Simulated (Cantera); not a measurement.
Standard-state values (1 bar) from the NASA 1993 polynomials, evaluated with Cantera. Values are per mole of reaction as written; species without (g) are pure solids or liquids, kept so even where they would boil at 1 bar. VN: taken at fixed stoichiometry.

Question: Between 1550 and 2150 K, where is each reaction favourable under standard conditions?
- 3 H₂O(g) + 6 VO₂(g) + 2 N(g) → 3 V₂O₅ + 2 NH₃(g)
- V₂O₃ + H₂O(g) → 2 H(g) + 2 VO₂(g)
- 2 VN + 8 H₂O₂(g) → V₂O₄ + 2 NO₂(g) + 8 H₂O(g)

Answer: 
- 3 H₂O(g) + 6 VO₂(g) + 2 N(g) → 3 V₂O₅ + 2 NH₃(g): ΔG° is -1237 kJ at 1550 K and -502 kJ at 2150 K; it stays negative (K > 1). ΔH° is -3076 kJ and ΔS° -1198 J/K at 2150 K.
- V₂O₃ + H₂O(g) → 2 H(g) + 2 VO₂(g): ΔG° is 722 kJ at 1550 K and 466 kJ at 2150 K; it stays positive (K < 1). ΔH° is 1363 kJ and ΔS° 418 J/K at 2150 K.
- 2 VN + 8 H₂O₂(g) → V₂O₄ + 2 NO₂(g) + 8 H₂O(g): ΔG° is -2044 kJ at 1550 K and -2175 kJ at 2150 K; it stays negative (K > 1). ΔH° is -1642 kJ and ΔS° 248 J/K at 2150 K.
